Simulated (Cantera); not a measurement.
Charge: 1 mol SiCl4, 0.22 mol C2H4, 7.4 mol H2, equilibrated at 4.05 Torr.

Equilibrium computed with Cantera from the NASA thermochemical tables; the gas is ideal and each condensed phase is pure. Candidate condensed phases: C, C6H6, C7H8, C8H18, Si, SiC; 109 gas species. Gases not in the tables: Si2H6 and higher silanes. Rates play no part.

**Question.** Which condensed phases are stable at each of these points (T (K)): 2073, 2123, 2173, 2223, 2273, 2323, 2373, 2423, 2473, 2523?

**Answer.** 
```csv
T (K),condensed phases,Si condensed (%)
2073,SiC(s),43.6
2123,SiC(s),43.1
2173,SiC(s),42.0
2223,SiC(s),39.4
2273,SiC(s),33.6
2323,C(graphite) + SiC(s),8.7
2373,C(graphite),0.0
2423,C(graphite),0.0
2473,C(graphite),0.0
2523,gas only,0.0
```

From 2073 K to 2273 K the condensed part is SiC(s). At 2323 K the condensed part is C(graphite) + SiC(s). From 2373 K to 2473 K the condensed part is C(graphite). At 2523 K nothing is condensed.
